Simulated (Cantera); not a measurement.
What does this Cantera script print?

```python
import numpy as np
import cantera as ct

gas = ct.Solution("gri30.yaml")
gas.TPX = 975, 1000000, {'CH3OH': 0.072, 'O2': 0.0091, 'N2': 1}
inlet = ct.Reservoir(gas, clone=True)

reactor = ct.IdealGasConstPressureReactor(gas, energy="off", clone=False)
exhaust = ct.Reservoir(gas, clone=True)
tau = [27, 4.5, 0.77, 0.13, 0.022, 0.0038, 0.00064][0]
for a, b in ((inlet, reactor), (reactor, exhaust)):
    ct.MassFlowController(a, b, mdot=lambda t: reactor.mass / tau)
net = ct.ReactorNet([reactor])
show = ['CH3OH', 'O2', 'NO', 'H2', 'N2O', 'C2H6', 'O']

rows = []
print(f"{'tau/s':>10s}{'T/K':>9s}" + "".join(f"{s:>11s}" for s in show))
for tau in [27, 4.5, 0.77, 0.13, 0.022, 0.0038, 0.00064]:
    net.initial_time = 0.0
    net.advance(30 * tau)
    before = gas.X
    net.advance(40 * tau)
    drift = np.max(np.abs(gas.X - before) / (gas.X + 1e-9))
    rows.append([gas.T, *gas[show].X, drift])
    print(f"{tau:10.3e}{gas.T:9.1f}" + "".join(f"{x:11.3e}" for x in gas[show].X))
```

Result:

```
     tau/s      T/K      CH3OH         O2         NO         H2        N2O       C2H6          O
 2.700e+01    975.0  8.513e-05  6.328e-06  4.681e-14  1.092e-01  1.791e-10  1.435e-08  1.831e-12
 4.500e+00    975.0  3.907e-04  8.436e-06  1.341e-13  1.081e-01  5.219e-10  2.215e-08  6.094e-12
 7.700e-01    975.0  1.502e-03  9.676e-06  2.185e-13  1.049e-01  8.546e-10  5.141e-08  2.810e-11
 1.300e-01    975.0  4.862e-03  1.169e-05  2.622e-13  9.627e-02  8.194e-10  1.848e-07  1.249e-10
 2.200e-02    975.0  1.431e-02  1.722e-05  3.348e-13  7.553e-02  5.673e-10  4.451e-07  3.587e-10
 3.800e-03    975.0  6.660e-02  8.417e-03  1.540e-22  1.480e-08  9.146e-14  2.690e-15  1.037e-14
 6.400e-04    975.0  6.660e-02  8.417e-03  2.478e-23  2.342e-09  2.633e-15  4.351e-16  1.035e-14
```

Detailed kinetics in Cantera: GRI-Mech 3.0 (53 species, 325 reactions). GRI-Mech 3.0 was tuned for natural gas; its chemistry of methanol as a main component is partial and can be far from experiment.
